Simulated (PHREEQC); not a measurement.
Dissolve 0.24 mol/kgw HF, 0.0017 mol/kgw NH4HF2, 4.1e-06 mol/kgw H4SiO4 and 0.0026 mol/kgw H2SO4 at 20 °C. Closed to the air; pH follows from the charge balance.

Model: ion-association model, phreeqc.dat, run in PHREEQC.

Each row changes one thing in this solution. This is a speciation only: nothing precipitates in the calculation.

| case | pH | ionic strength (mol/kgw) | HF (mol/kgw) | F- (mol/kgw) | HF2- (mol/kgw) | HSO4- (mol/kgw) | SI of Quartz (SiO2) |
|---|---|---|---|---|---|---|---|
| as made | 1.74 | 0.0235 | 0.217 | 0.0102 | 0.00814 | 0.00131 | -12.66 |
| HF left out | 2.47 | 0.00744 | 0.00272 | 0.000641 | 6.43e-6 | 0.000477 | [?] |
| H4SiO4 replaced by Na2SiF6 at the same molality | 1.74 | 0.0235 | 0.217 | 0.0102 | 0.00814 | 0.00131 | -12.66 |
| NH4HF2 from 0.0017 to 0.0085 mol/kgw | 1.80 | 0.0277 | 0.224 | 0.0123 | 0.0101 | 0.00118 | -12.89 |
| H4SiO4 replaced by K2SiO3 at the same molality | 1.74 | 0.0235 | 0.217 | 0.0102 | 0.00814 | 0.00131 | -12.66 |
| HF from 0.24 to 0.048 mol/kgw | 2.12 | 0.0118 | 0.0449 | 0.00485 | 0.000802 | 0.000835 | -9.24 |
| H4SiO4 from 4.1e-06 to 6.15e-06 mol/kgw | 1.74 | 0.0235 | 0.217 | 0.0102 | 0.00814 | 0.00131 | -12.48 |
| diluted 10-fold with water | [?] | 0.00476 | [?] | 0.00382 | 0.000280 | 5.83e-5 | [?] |

Question: Fill in the missing entries.

Answer: 
- HF left out, SI of Quartz (SiO2): -2.62
- diluted 10-fold with water, pH: 2.39
- diluted 10-fold with water, HF (mol/kgw): 0.0200
- diluted 10-fold with water, SI of Quartz (SiO2): -8.59

SiF6-2 is the database's only silicon fluoride.
